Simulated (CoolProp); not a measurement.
Saturation properties of R365MFC.

Values from CoolProp's reference Helmholtz-energy equation of state, Lemmon 2016.

```csv
T (°C),p (bar),enthalpy of vaporisation (kJ/kg),liquid cp (kJ/(kg K)),vapour Z,surface tension (mN/m)
36.45,0.8840,190.0,1.400,0.9585,13.8
44.95,1.199,185.9,1.418,0.9484,12.9
53.35,1.590,181.6,1.437,0.9370,12.0
61.85,2.081,177.1,1.457,0.9239,11.0
70.25,2.675,172.5,1.479,0.9094,[?]
78.65,3.391,167.6,1.501,0.8932,9.27
87.15,4.256,162.4,1.526,[?],8.40
95.55,5.266,157.0,1.554,0.8552,7.55
103.95,6.450,151.3,1.584,0.8333,6.72
112.45,7.842,145.2,[?],0.8089,5.89
120.85,[?],138.7,1.658,[?],[?]
129.35,11.28,131.5,1.705,0.7525,4.31
```

Question: Some entries are withheld; supply them.

Answer: 
- 70.25, surface tension (mN/m): 10.1
- 87.15, vapour Z: 0.8750
- 112.45, liquid cp (kJ/(kg K)): 1.618
- 120.85, p (bar): 9.432
- 120.85, vapour Z: 0.7823
- 120.85, surface tension (mN/m): 5.10

It boils at 40.2 °C under 1 atm.

Surface tension comes from a separate correlation (Mulero 2012).
